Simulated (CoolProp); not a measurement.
Octamethylcyclotetrasiloxane (D4) along the isotherm 620 K: density (kg/m³) from the reference equation and from simpler models built on Tc = 586.5 K, pc = 13.47 bar, ω = 0.598; each cubic takes its own stable root.

The numbers come from the reference Helmholtz-energy equation of state, Thol 2015 in CoolProp.

```
p (bar)  phase  reference
-------  -----  ---------
0.481      gas      2.796
0.962      gas      5.651
1.44       gas      8.550
1.92       gas      11.53
2.41       gas      14.63
2.89       gas      17.75
3.37       gas      20.95
3.85       gas      24.22
4.33       gas      27.58
4.81       gas      31.04
5.29       gas      34.59
5.77       gas      38.24
6.25       gas      42.00
6.74       gas      45.96
```

### Question
How far does each simpler model (ideal gas, van der Waals, Redlich-Kwong, Peng-Robinson) lie from the reference over these 14 states: mean and median of the absolute difference, and the worst?

### Answer
- ideal gas: mean 8.1 %, median 8.0 %, worst -15.6 % at 620 K and 6.74 bar
- van der Waals: mean 0.6 %, median 0.7 %, worst -1.1 % at 620 K and 6.74 bar
- Redlich-Kwong: mean 0.2 %, median 0.2 %, worst +0.5 % at 620 K and 6.74 bar
- Peng-Robinson: mean 0.6 %, median 0.6 %, worst +1.0 % at 620 K and 6.74 bar
